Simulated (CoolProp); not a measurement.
R507A at 386.53 K and 1.09 MPa is throttled through a valve to 0.106 MPa with no heat exchange. Each further row changes one setting.

Values from CoolProp's reference Helmholtz-energy equation of state, Lemmon 2003. It is a pseudo-pure fit of the blend.

```
case                        temperature change (K)  final density (kg/m³)
--------------------------  ----------------------  ---------------------
as stated                                     -7.8                    [?]
outlet pressure 0.0318 MPa                     [?]                    [?]
outlet pressure 0.138 MPa                      [?]                    [?]
```

Problem. Complete the blanks.

Solution. 
- as stated, final density (kg/m³): 3.35
- outlet pressure 0.0318 MPa, temperature change (K): -8.4
- outlet pressure 0.0318 MPa, final density (kg/m³): 1.00
- outlet pressure 0.138 MPa, temperature change (K): -7.5
- outlet pressure 0.138 MPa, final density (kg/m³): 4.37
